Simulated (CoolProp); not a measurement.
A single-stage vapour-compression cycle with R407C: evaporating at 249.15 K (dew point), condensing at 314.15 K (bubble point), superheat 0 K, subcooling 8 K, compressor efficiency 0.6, no pressure losses. Each further row changes one setting.

Computed with CoolProp (reference Helmholtz-energy equation of state, Lemmon 2003). It is a pseudo-pure fit of the blend.

| case | cooling COP | pressure ratio | discharge temperature (K) | refrigerating effect (kJ/kg) | volumetric capacity (kJ/m³) |
|---|---|---|---|---|---|
| as stated | 1.55 | 9.89 | 376.0 | 148 | 1190 |
| evaporating temperature 254.15 K | 1.75 | 8.01 | 370.1 | 151 | 1480 |
| condensing temperature 309.15 K | 1.73 | 8.74 | 368.8 | 156 | 1250 |
| subcooling 13 K | 1.63 | 9.89 | 376.0 | 156 | 1250 |
| superheat 10 K | 1.56 | 9.89 | 388.3 | 156 | 1190 |
| compressor efficiency 0.5 | 1.29 | 9.89 | 393.6 | 148 | 1190 |
